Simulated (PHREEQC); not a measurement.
Solution (20 °C): 0.068 mol/kgw Li2SO4 and 0.00017 mol/kgw ZnSO4. It is in equilibrium with CO2 at log p = -3.5 (atm). Otherwise closed; pH follows from the charge balance.

Equilibrium calculation in PHREEQC: ion-association model, phreeqc.dat.

Each row changes one thing in this solution. Precipitation was switched off in this run.

```csv
case,pH,ionic strength (mol/kgw),SO4-2 (mol/kgw),CO2 (mol/kgw),HCO3- (mol/kgw),HSO4- (mol/kgw)
as made,5.84,0.184,0.0581,1.19e-5,4.72e-6,2.96e-6
diluted 5-fold with water,5.74,0.0394,0.0129,1.23e-5,(withheld),1.22e-6
temperature from 20 to 15 °C,5.81,0.184,(withheld),1.38e-5,4.74e-6,2.86e-6
Li2SO4 left out,5.64,0.000663,0.000165,1.24e-5,2.30e-6,3.04e-8
diluted 10-fold with water,5.71,0.0200,0.00658,1.23e-5,2.97e-6,7.62e-7
Li2SO4 replaced by KHSO4 at the same molality,1.55,0.129,0.0304,1.20e-5,2.35e-10,0.0335
ZnSO4 left out,5.84,0.184,0.0581,1.19e-5,4.74e-6,2.95e-6
ZnSO4 from 0.00017 to 1.7e-05 mol/kgw,5.84,0.184,0.0581,1.19e-5,4.73e-6,2.95e-6
Li2SO4 from 0.068 to 0.34 mol/kgw,5.95,0.810,0.235,1.03e-5,6.68e-6,5.20e-6
```

What belongs in the gaps?


- diluted 5-fold with water, HCO3- (mol/kgw): 3.33e-6
- temperature from 20 to 15 °C, SO4-2 (mol/kgw): 0.0580

The ionic strength passes 0.7 mol/kgw, the rough limit of the ion-association models, in Li2SO4 from 0.068 to 0.34 mol/kgw.
